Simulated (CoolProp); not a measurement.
Aqueous methanol as a coolant, at 18 °C, 1 atm.

Values from CoolProp's Melinder's fits for secondary coolants.

```json
[
 {"mass %": "1.2", "freezing point (°C)": "-0.7", "Prandtl number": "7.76", "cp (kJ/(kg K))": "4.186", "viscosity (mPa s)": "1.09", "density (kg/m³)": "996.5"},
 {"mass %": "8.2", "freezing point (°C)": "-5.2", "Prandtl number": "10.2", "cp (kJ/(kg K))": "4.210", "viscosity (mPa s)": "1.32", "density (kg/m³)": "984.7"},
 {"mass %": "15.3", "freezing point (°C)": "-10.8", "Prandtl number": "12.8", "cp (kJ/(kg K))": "4.159", "viscosity (mPa s)": "1.56", "density (kg/m³)": "[?]"},
 {"mass %": "22.4", "freezing point (°C)": "-17.4", "Prandtl number": "15.3", "cp (kJ/(kg K))": "4.079", "viscosity (mPa s)": "1.76", "density (kg/m³)": "964.0"},
 {"mass %": "29.5", "freezing point (°C)": "-25.1", "Prandtl number": "17.5", "cp (kJ/(kg K))": "3.986", "viscosity (mPa s)": "1.90", "density (kg/m³)": "[?]"},
 {"mass %": "36.5", "freezing point (°C)": "[?]", "Prandtl number": "18.9", "cp (kJ/(kg K))": "3.876", "viscosity (mPa s)": "1.95", "density (kg/m³)": "941.8"},
 {"mass %": "43.6", "freezing point (°C)": "-44.1", "Prandtl number": "19.6", "cp (kJ/(kg K))": "3.738", "viscosity (mPa s)": "1.94", "density (kg/m³)": "929.2"}
]
```

Q: Complete the blanks.

A: 
- 15.3, density (kg/m³): 974.3
- 29.5, density (kg/m³): 953.2
- 36.5, freezing point (°C): -33.8
